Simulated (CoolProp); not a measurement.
A simple Rankine cycle with R1336mzz(E): condensing at 323.15 K, boiler at 1.87 MPa, turbine inlet 409 K, turbine efficiency 0.85, pump efficiency 0.8, no recuperator. Each further row changes one setting.

Values from CoolProp's reference Helmholtz-energy equation of state, Akasaka 2023.

| case | thermal efficiency (%) | net work (kJ/kg) | heat in (kJ/kg) | turbine exit temperature (K) | volume ratio over the turbine |
|---|---|---|---|---|---|
| as stated | (withheld) | 18.9 | 189 | (withheld) | (withheld) |
| condensing temperature 315.15 K | 11.2 | 22.2 | 199 | (withheld) | 6.30 |
| boiler pressure 1.31 MPa | 7.9 | (withheld) | 198 | 380.4 | 3.20 |
| turbine efficiency 0.75 | 8.7 | 16.5 | 189 | 370.1 | (withheld) |

Q: Complete the blanks.

A: 
- as stated, thermal efficiency (%): 10.0
- as stated, turbine exit temperature (K): 367.5
- as stated, volume ratio over the turbine: 4.94
- condensing temperature 315.15 K, turbine exit temperature (K): 362.3
- boiler pressure 1.31 MPa, net work (kJ/kg): 15.7
- turbine efficiency 0.75, volume ratio over the turbine: 4.99
